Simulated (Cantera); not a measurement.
A closed system holds: 1 mol AlCl₃, 4.1 mol N₂O, 75 mol N₂, equilibrated at 1675 K and 1.00 bar.

These are equilibrium values from Cantera (NASA tables, ideal gas, pure condensed phases), not measurements of a reactor. Candidate condensed phases: Al, AlCl₃, AlN, Al₂O₃; 24 gas species. Equilibrium is a limit: real reactors are often held back by kinetics, nucleation or transport.

Base state: N₂ 0.957, Cl 0.0166, O₂ 0.0154, Cl₂ 0.00974, NO 0.000785, AlCl₃ 6.82e-5, ClO 4.14e-5 (mole fractions); condensed: Al₂O₃(s).

What changes in the equilibrium state with this change: N₂ from 75 to 210 mol?


```
species          before     after
-------------  --------  --------
N₂                0.957     0.983
Cl               0.0166   0.00854
O₂               0.0154   0.00573
AlCl₃           6.82e-5   1.95e-5
Cl₂             0.00974   0.00258
ClO             4.14e-5   1.30e-5
NO             0.000785  0.000486
Al₂O₃(s), mol     0.497     0.498
```

What changes in the equilibrium state with this change: temperature from 1675 K to 1248.15 K?


```json
[
 {"species": "N₂", "before": "0.957", "after": "0.965"},
 {"species": "Cl₂", "before": "0.00974", "after": "0.0178"},
 {"species": "O₂", "before": "0.0154", "after": "0.0158"},
 {"species": "Cl", "before": "0.0166", "after": "0.00102"},
 {"species": "AlCl₃", "before": "6.82e-5", "after": "4.18e-7"},
 {"species": "NO", "before": "0.000785", "after": "8.46e-5"},
 {"species": "ClO", "before": "4.14e-5", "after": "4.63e-6"},
 {"species": "Al₂O₃(s), mol", "before": "0.497", "after": "0.500"}
]
```
